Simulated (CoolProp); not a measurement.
Values from CoolProp's reference Helmholtz-energy equation of state, Schmidt 1985.

Task: Give the vapour pressure (bar), vapour density (kg/m³), enthalpy of vaporisation (kJ/kg), liquid cp (kJ/(kg K)) of saturated oxygen at 127.8, 150.2 K.

Result: 
```tsv
T (K)	p (bar)	vapour density (kg/m³)	enthalpy of vaporisation (kJ/kg)	liquid cp (kJ/(kg K))
127.8	15.6	60.7	158	2.09
150.2	42.5	218	77.9	5.65
```
